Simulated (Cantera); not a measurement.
Feed: 1 mol Pb, 0.47 mol NH₃, 31 mol CO, 0.85 mol O₂, equilibrated at 0.00150 bar.

Cantera equilibrium calculation (NASA polynomials, part measured and part estimated; ideal gas, pure solids and liquids). Candidate condensed phases: C, C₆H₆, C₇H₈, C₈H₁₈, H₂O, Pb, PbO, PbO₂, Pb₃O₄; 139 gas species. Rates play no part.

Task: At 1600 °C, list the 6 most abundant gas species with their mole fractions, and the condensed phases.

Result: CO 0.892, CO₂ 0.0478, Pb 0.0303, H₂ 0.0166, N₂ 0.00713, H₂O 0.00366. Condensed: gas only.
